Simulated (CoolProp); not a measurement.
Vapour-liquid equilibrium of ethane (1) + C2F6 (R116) (2) at 191.4 K; x and y are mole fractions of (1).

Computed with CoolProp (multi-fluid Helmholtz-energy mixture model, Bücker 2006 and Lemmon 2006; pair parameters Bell 2016).

Question: Give the bubble pressure and the first vapour's composition at x = 0.125, 0.65, 0.725. Is there an azeotrope?

Answer: x = 0.125: 129.4 kPa, y = 0.423; x = 0.65: 181.6 kPa, y = 0.685; x = 0.725: 181.6 kPa, y = 0.694. y crosses x between x = 0.65 and 0.725: the model has an azeotrope there.

The pair parameters rest on a limited set of measurements; away from them the model extrapolates. With so large a gap from Raoult's law the liquid may split in two, which this calculation doesn't test in full.
